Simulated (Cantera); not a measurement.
## Reactions in the system Br-Ca-H

Source: NASA polynomial tables (part measured, part estimated), evaluated in Cantera. Values are per mole of reaction as written; species without (g) are pure solids or liquids, kept so even where they would boil at 1 bar.

2 H(g) + CaBr₂ → Ca(g) + 2 HBr(g)

```
T (K)  ΔH° (kJ)  ΔS° (J/K)  ΔG° (kJ)  log10 K  condensed phases
-----  --------  ---------  --------  -------  ----------------
423       347.3      179.4     271.4   -33.51          CaBr₂(s)
623       339.0      163.4     237.2   -19.89          CaBr₂(s)
823       330.6      151.8     205.7   -13.06          CaBr₂(s)
1023      292.7      113.5     176.5    -9.01          CaBr₂(l)
1223      279.1      101.4     155.1    -6.62          CaBr₂(l)
1423      265.9       91.4     135.8    -4.99          CaBr₂(l)
1623      253.1       83.0     118.4    -3.81          CaBr₂(l)
1823      240.5       75.6     102.6    -2.94          CaBr₂(l)
2023      228.1       69.2      88.1    -2.28          CaBr₂(l)
2223      215.9       63.5      74.9    -1.76          CaBr₂(l)
```

CaBr₂ + 2 H(g) → 2 HBr(g) + Ca

```
T (K)  ΔH° (kJ)  ΔS° (J/K)  ΔG° (kJ)  log10 K  condensed phases
-----  --------  ---------  --------  -------  ----------------
423       170.2       69.1     141.0   -17.41   CaBr₂(s), Ca(s)
623       163.6       56.3     128.5   -10.78   CaBr₂(s), Ca(s)
823       158.2       48.8     118.0    -7.49   CaBr₂(s), Ca(s)
1023      122.3       12.8     109.3    -5.58   CaBr₂(l), Ca(s)
1223      120.4       11.1     106.9    -4.56   CaBr₂(l), Ca(l)
1423      110.7        3.7     105.4    -3.87   CaBr₂(l), Ca(l)
1623      101.2       -2.5     105.3    -3.39   CaBr₂(l), Ca(l)
1823       92.1       -7.8     106.4    -3.05   CaBr₂(l), Ca(l)
2023       83.2      -12.5     108.4    -2.80   CaBr₂(l), Ca(l)
2223       74.4      -16.6     111.3    -2.62   CaBr₂(l), Ca(l)
```
